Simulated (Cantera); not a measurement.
Charge: 1 mol Ta2O5, 1.1 mol CH4, 1.5 mol CO, held at 2398 K and 21000 Pa.

These are equilibrium values from Cantera (NASA tables, ideal gas, pure condensed phases), not measurements of a reactor. Candidate condensed phases: C, C6H6, C7H8, C8H18, H2O, Ta, TaC, Ta2O5; 113 gas species. Mutual solubility and eutectic melting of coexisting phases are not modelled. Condensed phases not in the tables: Ta2C, N, O or C dissolved in the metal. The numbers say what is thermodynamically allowed, not how fast it happens.

Base state: CO 0.534, H2 0.438, H 0.0228, H2O 0.00273, TaO2 0.00100, CO2 0.000563, TaO 0.000235, OH 2.59e-5 (mole fractions); condensed: Ta(s) + Ta2O5(l).

Question: What changes in the equilibrium state with this change: Ta2O5 replaced by TiO2?

Answer: 
```
species          before     after
-------------  --------  --------
CO                0.534     0.530
H2                0.438     0.446
H                0.0228    0.0230
H2O             0.00273  0.000142
TiO                   0  0.000535
TaO2            0.00100         0
TaO            0.000235         0
Ti                    0  0.000198
CO2            0.000563   2.85e-5
Ta(s), mol        0.445         0
Ta2O5(l), mol     0.775         0
TiC(s), mol           0    0.0499
TiO(l), mol           0     0.947
```
TiC, TiO: taken at fixed stoichiometry. Condensed phases not in the tables: solid solutions among these carbides, nitrides and lower oxides. Further candidate phases: Ti, TiC, TiO, TiO2, Ti2O3, Ti3O5, Ti4O7.
